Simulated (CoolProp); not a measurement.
Vapour-liquid equilibrium of R125 (1) + propylene (2) at 1300 kPa; x and y are mole fractions of (1).

Model: multi-fluid Helmholtz-energy mixture model, Lemmon 2005 and Lemmon 2013; pair parameters Bell 2016, in CoolProp.

| x | bubble temperature (°C) | y at the bubble point | dew temperature at overall composition x (°C) | liquid density (mol/L) |
|---|---|---|---|---|
| 0.05 | 26.9 | 0.099 | 28.3 | 11.76 |
| 0.2 | 21.3 | 0.299 | 23.9 | 11.46 |
| 0.35 | 18.6 | 0.426 | 20.1 | 11.12 |
| 0.5 | 17.5 | 0.528 | 17.7 | 10.82 |
| 0.65 | 17.4 | 0.631 | 17.5 | 10.55 |
| 0.8 | 18.5 | 0.754 | 19.2 | 10.33 |
| 0.95 | 21.3 | 0.925 | 21.8 | 10.10 |

y crosses x between x = 0.5 and 0.65: the model has an azeotrope there.

The pair parameters rest on a limited set of measurements; away from them the model extrapolates.
